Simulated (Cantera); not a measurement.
**Hydrocarbon pyrolysis for carbon deposition**

A perfectly stirred reactor is fed with CH₄ : N₂ = 1 : 4.3 (molar parts), at 0.0987 atm; it is held at 1475 K, and followed from long to short residence time.

Computed with Cantera and GRI-Mech 3.0 (53 species, 325 reactions). GRI-Mech 3.0 stops at C3 and has no aromatics, soot or wall deposition, so with more carbon than oxygen in the feed, carbon stays in small species such as C2H2 where larger ones or solid carbon would form.

```json
[
 {"τ (s)": "1.9", "x CH₄": "0.140", "x HCN": "1.93e-9", "x CH₂": "7.05e-9", "x C₂H₆": "9.25e-5", "x C₂H₂": "0.0193", "x C₂H": "1.81e-9", "x CH₃": "0.000161"},
 {"τ (s)": "0.81", "x CH₄": "0.160", "x HCN": "6.60e-10", "x CH₂": "8.85e-9", "x C₂H₆": "0.000139", "x C₂H₂": "0.0103", "x C₂H": "1.04e-9", "x CH₃": "0.000193"},
 {"τ (s)": "0.34", "x CH₄": "0.174", "x HCN": "1.75e-10", "x CH₂": "1.02e-8", "x C₂H₆": "0.000181", "x C₂H₂": "0.00423", "x C₂H": "4.73e-10", "x CH₃": "0.000217"},
 {"τ (s)": "0.15", "x CH₄": "0.182", "x HCN": "3.44e-11", "x CH₂": "9.81e-9", "x C₂H₆": "0.000182", "x C₂H₂": "0.00122", "x C₂H": "1.52e-10", "x CH₃": "0.000218"},
 {"τ (s)": "0.062", "x CH₄": "0.187", "x HCN": "3.66e-12", "x CH₂": "6.68e-9", "x C₂H₆": "0.000122", "x C₂H₂": "0.000167", "x C₂H": "2.51e-11", "x CH₃": "0.000181"},
 {"τ (s)": "0.026", "x CH₄": "0.188", "x HCN": "<1e-12", "x CH₂": "3.12e-9", "x C₂H₆": "5.05e-5", "x C₂H₂": "1.24e-5", "x C₂H": "2.83e-12", "x CH₃": "0.000123"},
 {"τ (s)": "0.011", "x CH₄": "0.189", "x HCN": "<1e-12", "x CH₂": "1.10e-9", "x C₂H₆": "1.38e-5", "x C₂H₂": "6.41e-7", "x C₂H": "<1e-12", "x CH₃": "7.28e-5"},
 {"τ (s)": "0.0048", "x CH₄": "0.189", "x HCN": "<1e-12", "x CH₂": "3.20e-10", "x C₂H₆": "2.61e-6", "x C₂H₂": "2.94e-8", "x C₂H": "<1e-12", "x CH₃": "3.89e-5"},
 {"τ (s)": "0.0020", "x CH₄": "0.189", "x HCN": "<1e-12", "x CH₂": "6.82e-11", "x C₂H₆": "2.95e-7", "x C₂H₂": "9.40e-10", "x C₂H": "<1e-12", "x CH₃": "1.78e-5"},
 {"τ (s)": "0.00086", "x CH₄": "0.189", "x HCN": "<1e-12", "x CH₂": "1.37e-11", "x C₂H₆": "2.80e-8", "x C₂H₂": "3.14e-11", "x C₂H": "<1e-12", "x CH₃": "7.85e-6"},
 {"τ (s)": "0.00037", "x CH₄": "0.189", "x HCN": "<1e-12", "x CH₂": "2.72e-12", "x C₂H₆": "2.39e-9", "x C₂H₂": "1.03e-12", "x C₂H": "<1e-12", "x CH₃": "3.39e-6"}
]
```
x: mole fraction; the columns are a selection and need not sum to one.
